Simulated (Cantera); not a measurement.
Mixture: CO : H2 : CH4 : O2 : N2 = 1 : 1.1 : 0.32 : 2.6 : 9.78 (molar parts), equivalence ratio 0.65, at 4.93 atm, adiabatic and at constant volume. Ignition delay is the time to a rise of 400 K.

Computed with Cantera and GRI-Mech 3.0 (53 species, 325 reactions). Where the delays flatten at high temperature, the 400 K rule measures the pace of heat release, not the induction time.

**Question.** Predict: delay at 1275 K; delay at 1425 K; delay at 1575 K; delay at 1725 K; delay at 1875 K; apparent activation energy between 1725 and 1875 K.

**Answer.** delay at 1275 K: 26.3 µs
delay at 1425 K: 9.51 µs
delay at 1575 K: 5.04 µs
delay at 1725 K: 3.16 µs
delay at 1875 K: 2.17 µs
apparent activation energy between 1725 and 1875 K: 67 kJ/mol
